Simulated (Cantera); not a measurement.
SiC + Si + H2 (sublimation and decomposition of ceramics)

Input: 1 mol SiC, 0.14 mol Si, 0.6 mol H2, held at 5930 Torr.

Method: chemical equilibrium by Gibbs-energy minimisation in Cantera with the NASA 1993 tables (ideal gas, pure condensed phases). Candidate condensed phases: C, C6H6, C7H8, C8H18, Si, SiC; 87 gas species. Mutual solubility and eutectic melting of coexisting phases are not modelled. Gases not in the tables: Si2H6 and higher silanes. Kinetics and transport are ignored.

| T (°C) | log p H2 | log p H | log p C2H2 (acetylene) | log p Si | log p SiH2 | log p SiH | n Si(l) | n SiC(s) |
|---|---|---|---|---|---|---|---|---|
| 1625 | 0.90 | -2.66 | -5.39 | -4.91 | -3.34 | -4.52 | 0.140 | 1.000 |
| 1725 | 0.90 | -2.35 | -4.75 | -4.37 | -3.08 | -4.09 | 0.140 | 1.000 |
| 1825 | 0.90 | -2.06 | -4.17 | -3.88 | -2.85 | -3.70 | 0.140 | 1.000 |
| 1925 | 0.90 | -1.81 | -3.64 | -3.44 | -2.63 | -3.35 | 0.140 | 1.000 |
| 2025 | 0.90 | -1.57 | -3.16 | -3.04 | -2.44 | -3.02 | 0.140 | 1.000 |
| 2125 | 0.89 | -1.36 | -2.72 | -2.67 | -2.26 | -2.73 | 0.140 | 1.000 |
| 2225 | 0.89 | -1.16 | -2.32 | -2.33 | -2.10 | -2.46 | 0.140 | 0.999 |
| 2325 | 0.89 | -0.97 | -1.95 | -2.02 | -1.95 | -2.21 | 0.140 | 0.998 |
| 2425 | 0.88 | -0.81 | -1.61 | -1.73 | -1.82 | -1.99 | 0.140 | 0.995 |
| 2525 | 0.88 | -0.65 | -1.30 | -1.46 | -1.70 | -1.78 | 0.142 | 0.990 |
log p: log10 of the partial pressure in bar; n: condensed amount in mol.

From 1625 °C to 2525 °C the condensed part is Si(l) + SiC(s). The main Si-bearing gas is SiH2 at 1625 °C and Si at 2525 °C.
